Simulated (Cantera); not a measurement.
Input (Python, Cantera) and output of one run.

```python
import numpy as np
import cantera as ct

gas_names = """
    H H2 N NH NH2 NH3 N2 N2H2 N2H4 Zr ZrN
""".split()
cond_names = """
    Zr(a) Zr(b) Zr(L) ZrN(s) ZrN(L)
""".split()


def load(file, names, dense=False):
    # The tables refer to 1 bar. Condensed volumes are neglected.
    table = {s.name: s for s in ct.Species.list_from_file(file)}
    out = []
    for n in names:
        d = dict(table[n].input_data)
        d["thermo"] = dict(d["thermo"], **{"reference-pressure": 1e5})
        if dense:
            d["equation-of-state"] = {"model": "constant-volume", "density": "1e6 g/cm^3"}
        out.append(ct.Species.from_dict(d))
    return out


gas = ct.Solution(thermo="ideal-gas", species=load("nasa_gas.yaml", gas_names))
cond = {s.name: ct.Solution(thermo="fixed-stoichiometry", species=[s], name=s.name)
        for s in load("nasa_condensed.yaml", cond_names, dense=True)}
atoms = {
    'ZrN': {'Zr': 1, 'N': 1},
    'H2': {'H': 2},
}
top_T = {}  # K; cautious upper limits of use, not melting points


def equilibrate(T, P, feed):
    n = {}
    for name, mol in feed.items():
        for a, k in atoms[name].items():
            n[a] = n.get(a, 0.0) + k * mol
    gas.TPX = T, P, n
    mass = sum(n.values()) * gas.mean_molecular_weight
    gas.equilibrate("TP")
    valid = [c for c in cond.values() if c.min_temp <= T <= top_T.get(c.name, c.max_temp)]
    mix = ct.Mixture([(gas, mass / gas.mean_molecular_weight)] + [(c, 0.0) for c in valid])
    mix.T, mix.P = T, P
    mix.equilibrate("TP", solver="vcs", rtol=1e-11, max_steps=5000)
    return mix


results = []
feed = {'ZrN': 1, 'H2': 9.6}  # mol
P = 101325  # Pa
for T in [1773, 1848, 1923, 1998, 2073, 2148, 2223, 2298, 2373, 2448, 2523, 2598, 2673, 2748]:
    mix = equilibrate(T, P, feed)
    results.append((T, P, feed, dict(zip(mix.species_names, mix.species_moles))))
    x = sorted(zip(gas.X, gas.species_names), reverse=True)
    print(f"T = {T:g} K  P = {P:g} Pa  gas = {mix.phase_moles(0):.4g} mol")
    print("   x: " + "  ".join(f"{s} {v:.3e}" for v, s in x if v > 1e-06))
    print("   condensed (mol): " + ("  ".join(f"{mix.phase(i).name} {mix.phase_moles(i):.4g}"
          for i in range(1, mix.n_phases) if mix.phase_moles(i) > 1e-12) or "none"))
```

Output:

```
T = 1773 K  P = 101325 Pa  gas = 9.601 mol
   x: H2 9.997e-01  H 2.826e-04
   condensed (mol): Zr(b) 1.324e-10  ZrN(s) 1
T = 1848 K  P = 101325 Pa  gas = 9.603 mol
   x: H2 9.995e-01  H 5.266e-04
   condensed (mol): ZrN(s) 1
T = 1923 K  P = 101325 Pa  gas = 9.604 mol
   x: H2 9.991e-01  H 9.354e-04
   condensed (mol): ZrN(s) 1
T = 1998 K  P = 101325 Pa  gas = 9.608 mol
   x: H2 9.984e-01  H 1.592e-03
   condensed (mol): ZrN(s) 1
T = 2073 K  P = 101325 Pa  gas = 9.613 mol
   x: H2 9.974e-01  H 2.609e-03
   condensed (mol): ZrN(s) 1
T = 2148 K  P = 101325 Pa  gas = 9.62 mol
   x: H2 9.959e-01  H 4.132e-03
   condensed (mol): ZrN(s) 1
T = 2223 K  P = 101325 Pa  gas = 9.631 mol
   x: H2 9.937e-01  H 6.344e-03
   condensed (mol): ZrN(s) 1
T = 2298 K  P = 101325 Pa  gas = 9.646 mol
   x: H2 9.905e-01  H 9.470e-03
   condensed (mol): ZrN(s) 1
T = 2373 K  P = 101325 Pa  gas = 9.667 mol
   x: H2 9.862e-01  H 1.378e-02
   condensed (mol): Zr(L) 3.962e-07  ZrN(s) 1
T = 2448 K  P = 101325 Pa  gas = 9.695 mol
   x: H2 9.804e-01  H 1.958e-02  Zr 1.526e-06  N2 1.057e-06
   condensed (mol): Zr(L) 5.821e-06  ZrN(s) 1
T = 2523 K  P = 101325 Pa  gas = 9.733 mol
   x: H2 9.728e-01  H 2.723e-02  Zr 3.539e-06  N2 3.171e-06
   condensed (mol): Zr(L) 2.749e-05  ZrN(s) 0.9999
T = 2598 K  P = 101325 Pa  gas = 9.782 mol
   x: H2 9.629e-01  H 3.711e-02  N2 8.922e-06  Zr 7.810e-06
   condensed (mol): Zr(L) 9.849e-05  ZrN(s) 0.9998
T = 2673 K  P = 101325 Pa  gas = 9.845 mol
   x: H2 9.503e-01  H 4.964e-02  N2 2.366e-05  Zr 1.647e-05
   condensed (mol): Zr(L) 0.0003044  ZrN(s) 0.9995
T = 2748 K  P = 101325 Pa  gas = 9.925 mol
   x: H2 9.347e-01  H 6.522e-02  N2 5.946e-05  Zr 3.330e-05
   condensed (mol): Zr(L) 0.0008507  ZrN(s) 0.9988
```

Equilibrium computed with Cantera from the NASA thermochemical tables; the gas is ideal and each condensed phase is pure. Mutual solubility and eutectic melting of coexisting phases are not modelled. ZrN: taken at fixed stoichiometry. Condensed phases not in the tables: N, O or C dissolved in the metal.
